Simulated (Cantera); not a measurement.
What does this Cantera script print?

```python
import numpy as np
import cantera as ct

gas_names = """
    CL2
""".split()
cond_names = """
    TiCL4(L) TiCL3(s)
""".split()


# ... load() reads the species with a 1 bar reference pressure and builds the phases ...
species = {s.name: s for s in load("nasa_gas.yaml", gas_names) + load("nasa_condensed.yaml", cond_names)}
# Each term lists the table entries of one substance; the one whose range holds T is used.
reactions = {
    '2 TiCl4 = 2 TiCl3 + Cl2(g)':
        [(-2, ['TiCL4(L)']), (2, ['TiCL3(s)']), (1, ['CL2'])],
}


def pick(names, T):
    return next(species[n] for n in names if species[n].thermo.min_temp <= T <= species[n].thermo.max_temp)


results = []
for label, terms in reactions.items():
    print(label)
    print("     T/K   dH/kJ  dS/(J/K)   dG/kJ   log10 K")
    for T in [473, 483, 493, 503, 513, 523, 533, 543]:
        used = [(nu, pick(names, T)) for nu, names in terms]
        dH = sum(nu * s.thermo.h(T) for nu, s in used) / 1e6
        dS = sum(nu * s.thermo.s(T) for nu, s in used) / 1e3
        dG = dH - T * dS / 1e3
        logK = -dG * 1e6 / (ct.gas_constant * T * np.log(10))
        results.append((label, T, dH, dS, dG, logK, [s.name for _, s in used]))
        print(f"{T:8g} {dH:8.1f} {dS:8.1f} {dG:8.1f} {logK:8.2f}")
```

Result:

```
2 TiCl4 = 2 TiCl3 + Cl2(g)
     T/K   dH/kJ  dS/(J/K)   dG/kJ   log10 K
     473    154.4    -29.8    168.5   -18.61
     483    153.9    -31.0    168.8   -18.26
     493    153.3    -32.2    169.2   -17.92
     503    152.7    -33.3    169.5   -17.60
     513    152.2    -34.4    169.8   -17.29
     523    151.6    -35.5    170.2   -17.00
     533    151.0    -36.6    170.5   -16.71
     543    150.5    -37.7    170.9   -16.44
```

Source: NASA polynomial tables (part measured, part estimated), evaluated in Cantera. Condensed species are held in their standard states even where they would react or evaporate.
